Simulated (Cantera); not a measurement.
An isothermal, constant-pressure homogeneous reactor starts with NO : N2 = 1 : 0.59 (molar parts), at 1750 K and 1.60 bar.

Model: GRI-Mech 3.0 (53 species, 325 reactions), integrated in Cantera.

Problem. Predict: x(NO) at 10.0 s; x(O2) at 10.0 s; x(O) at 10.0 s; x(N2) at 10.0 s; x(NO2) at 10.0 s; x(N2O) at 10.0 s.

Solution. 
| Property | Result |
|---|---|
| x(NO) at 10.0 s | 0.135 (gas-phase equilibrium 0.00398) |
| x(O2) at 10.0 s | 0.247 (gas-phase equilibrium 0.312) |
| x(O) at 10.0 s | 2.97e-5 (gas-phase equilibrium 3.33e-5) |
| x(N2) at 10.0 s | 0.618 (gas-phase equilibrium 0.684) |
| x(NO2) at 10.0 s | 0.000515 (gas-phase equilibrium 1.71e-5) |
| x(N2O) at 10.0 s | 7.47e-6 (gas-phase equilibrium 2.72e-7) |
